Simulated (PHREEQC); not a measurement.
## Alkaline etch or developer with single salt, acid or base: an equilibrium model

Solution A (0.076 mol NH3, 4.5e-05 mol CO2 and 0.0001 mol K3PO4 per kg of water) is mixed with solution B (90 mmol/kgw H2SO4) at 25 °C; shares are by mass of water, 1 kg in all. Oxygen alone is held at its pressure in air (log pO2 = -0.68). CO2 from the air is kept out. Nothing may precipitate in this run.

Model: ion-association model, wateq4f.dat, run in PHREEQC.

Predict pH, HPO4-2 (mol/kgw) at share of solution B = 0.4, 0.75.


```tsv
share of solution B	pH	HPO4-2 (mol/kgw)
0.4	1.92	2.53e-10
0.75	1.25	7.94e-12
```

H3PO4, which wateq4f.dat lacks, is added to it with the constant of phreeqc.dat.
